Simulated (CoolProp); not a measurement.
Saturation properties of octamethyltrisiloxane (MDM).

The numbers come from the reference Helmholtz-energy equation of state, Thol 2017 in CoolProp.

```json
[
 {"T (K)": "352.7", "p (MPa)": "0.008910", "liquid density (kg/m³)": "759.0", "enthalpy of vaporisation (kJ/kg)": "183.0", "vapour Z": "0.9876", "surface tension (mN/m)": "11.9"},
 {"T (K)": "355.5", "p (MPa)": "0.01002", "liquid density (kg/m³)": "756.0", "enthalpy of vaporisation (kJ/kg)": "181.9", "vapour Z": "0.9865", "surface tension (mN/m)": "11.6"},
 {"T (K)": "358.2", "p (MPa)": "0.01120", "liquid density (kg/m³)": "753.1", "enthalpy of vaporisation (kJ/kg)": "180.8", "vapour Z": "0.9853", "surface tension (mN/m)": "11.4"},
 {"T (K)": "360.9", "p (MPa)": "0.01249", "liquid density (kg/m³)": "750.1", "enthalpy of vaporisation (kJ/kg)": "179.8", "vapour Z": "0.9840", "surface tension (mN/m)": "11.2"},
 {"T (K)": "363.7", "p (MPa)": "0.01395", "liquid density (kg/m³)": "747.1", "enthalpy of vaporisation (kJ/kg)": "178.6", "vapour Z": "0.9826", "surface tension (mN/m)": "11.0"},
 {"T (K)": "366.4", "p (MPa)": "0.01549", "liquid density (kg/m³)": "?", "enthalpy of vaporisation (kJ/kg)": "177.6", "vapour Z": "0.9812", "surface tension (mN/m)": "10.7"},
 {"T (K)": "369.1", "p (MPa)": "0.01717", "liquid density (kg/m³)": "741.2", "enthalpy of vaporisation (kJ/kg)": "176.5", "vapour Z": "0.9797", "surface tension (mN/m)": "10.5"},
 {"T (K)": "371.8", "p (MPa)": "0.01899", "liquid density (kg/m³)": "738.2", "enthalpy of vaporisation (kJ/kg)": "175.4", "vapour Z": "0.9781", "surface tension (mN/m)": "10.3"},
 {"T (K)": "374.6", "p (MPa)": "0.02104", "liquid density (kg/m³)": "735.1", "enthalpy of vaporisation (kJ/kg)": "?", "vapour Z": "0.9764", "surface tension (mN/m)": "10.1"},
 {"T (K)": "377.3", "p (MPa)": "0.02318", "liquid density (kg/m³)": "732.1", "enthalpy of vaporisation (kJ/kg)": "173.2", "vapour Z": "0.9746", "surface tension (mN/m)": "9.89"},
 {"T (K)": "380", "p (MPa)": "?", "liquid density (kg/m³)": "729.1", "enthalpy of vaporisation (kJ/kg)": "172.1", "vapour Z": "0.9728", "surface tension (mN/m)": "9.68"},
 {"T (K)": "382.8", "p (MPa)": "0.02809", "liquid density (kg/m³)": "726.0", "enthalpy of vaporisation (kJ/kg)": "171.0", "vapour Z": "0.9707", "surface tension (mN/m)": "?"},
 {"T (K)": "385.5", "p (MPa)": "?", "liquid density (kg/m³)": "722.9", "enthalpy of vaporisation (kJ/kg)": "169.8", "vapour Z": "0.9687", "surface tension (mN/m)": "9.26"},
 {"T (K)": "388.2", "p (MPa)": "0.03369", "liquid density (kg/m³)": "719.9", "enthalpy of vaporisation (kJ/kg)": "168.7", "vapour Z": "0.9665", "surface tension (mN/m)": "9.05"},
 {"T (K)": "391", "p (MPa)": "0.03693", "liquid density (kg/m³)": "?", "enthalpy of vaporisation (kJ/kg)": "167.6", "vapour Z": "0.9642", "surface tension (mN/m)": "8.84"}
]
```

Q: Some entries are withheld; supply them.

A: 
- 366.4, liquid density (kg/m³): 744.2
- 374.6, enthalpy of vaporisation (kJ/kg): 174.3
- 380, p (MPa): 0.02550
- 382.8, surface tension (mN/m): 9.46
- 385.5, p (MPa): 0.03079
- 391, liquid density (kg/m³): 716.7

It boils at 425.6 K under 1 atm.

Surface tension comes from a separate correlation (Mulero 2014), older than this fluid's equation and unchecked against measurements.
